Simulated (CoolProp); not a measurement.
Vapour-liquid equilibrium of propane (1) + dimethyl ether (2) at 0.0322 bar; x and y are mole fractions of (1).

Computed with CoolProp (multi-fluid Helmholtz-energy mixture model, Lemmon 2009 and Wu 2011; pair parameters Bell 2016).

```json
[
 {"x": "0.05", "bubble temperature (K)": "…", "y at the bubble point": "0.330", "dew temperature at overall composition x (K)": "189.8", "liquid density (mol/L)": "17.49"},
 {"x": "0.125", "bubble temperature (K)": "182.3", "y at the bubble point": "0.551", "dew temperature at overall composition x (K)": "188.9", "liquid density (mol/L)": "17.28"},
 {"x": "0.2", "bubble temperature (K)": "180.0", "y at the bubble point": "0.655", "dew temperature at overall composition x (K)": "187.9", "liquid density (mol/L)": "…"},
 {"x": "0.275", "bubble temperature (K)": "178.6", "y at the bubble point": "0.714", "dew temperature at overall composition x (K)": "…", "liquid density (mol/L)": "…"},
 {"x": "0.35", "bubble temperature (K)": "177.7", "y at the bubble point": "0.752", "dew temperature at overall composition x (K)": "185.8", "liquid density (mol/L)": "16.53"},
 {"x": "0.425", "bubble temperature (K)": "177.0", "y at the bubble point": "0.779", "dew temperature at overall composition x (K)": "184.6", "liquid density (mol/L)": "16.27"},
 {"x": "0.5", "bubble temperature (K)": "176.5", "y at the bubble point": "…", "dew temperature at overall composition x (K)": "183.2", "liquid density (mol/L)": "16.02"},
 {"x": "0.575", "bubble temperature (K)": "176.1", "y at the bubble point": "0.822", "dew temperature at overall composition x (K)": "181.8", "liquid density (mol/L)": "15.78"},
 {"x": "0.65", "bubble temperature (K)": "175.7", "y at the bubble point": "0.842", "dew temperature at overall composition x (K)": "180.1", "liquid density (mol/L)": "15.55"},
 {"x": "0.725", "bubble temperature (K)": "175.4", "y at the bubble point": "0.863", "dew temperature at overall composition x (K)": "178.4", "liquid density (mol/L)": "15.32"},
 {"x": "0.8", "bubble temperature (K)": "175.1", "y at the bubble point": "…", "dew temperature at overall composition x (K)": "176.5", "liquid density (mol/L)": "15.11"},
 {"x": "0.875", "bubble temperature (K)": "174.8", "y at the bubble point": "…", "dew temperature at overall composition x (K)": "175.2", "liquid density (mol/L)": "14.90"},
 {"x": "0.95", "bubble temperature (K)": "174.5", "y at the bubble point": "0.964", "dew temperature at overall composition x (K)": "…", "liquid density (mol/L)": "14.70"}
]
```

Q: What belongs in the gaps?

A: 
- 0.05, bubble temperature (K): 186.1
- 0.2, liquid density (mol/L): 17.04
- 0.275, dew temperature at overall composition x (K): 186.9
- 0.275, liquid density (mol/L): 16.79
- 0.5, y at the bubble point: 0.802
- 0.8, y at the bubble point: 0.889
- 0.875, y at the bubble point: 0.921
- 0.95, dew temperature at overall composition x (K): 174.6

No azeotrope shows between x = 0.05 and 0.95.

The pair parameters rest on a limited set of measurements; away from them the model extrapolates.
